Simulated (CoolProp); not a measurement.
A Linde-Hampson liquefier for ethylene: isothermal reversible compression at 290 K from 1 atm to 40 MPa, throttling to 1 atm, return gas leaving the recuperator 5 K below the feed. Each further row changes one setting.

The numbers come from the reference Helmholtz-energy equation of state, Smukala 2000 in CoolProp.

```json
[
 {"case": "as stated", "liquid yield per pass": "?", "compression work (kJ/kg of gas)": "395"},
 {"case": "high pressure 80 MPa", "liquid yield per pass": "?", "compression work (kJ/kg of gas)": "476"},
 {"case": "warm-end temperature 320 K", "liquid yield per pass": "?", "compression work (kJ/kg of gas)": "468"},
 {"case": "warm-end gap 10 K", "liquid yield per pass": "0.489", "compression work (kJ/kg of gas)": "395"}
]
```

Q: Fill in the missing entries.

A: 
- as stated, liquid yield per pass: 0.495
- high pressure 80 MPa, liquid yield per pass: 0.440
- warm-end temperature 320 K, liquid yield per pass: 0.421
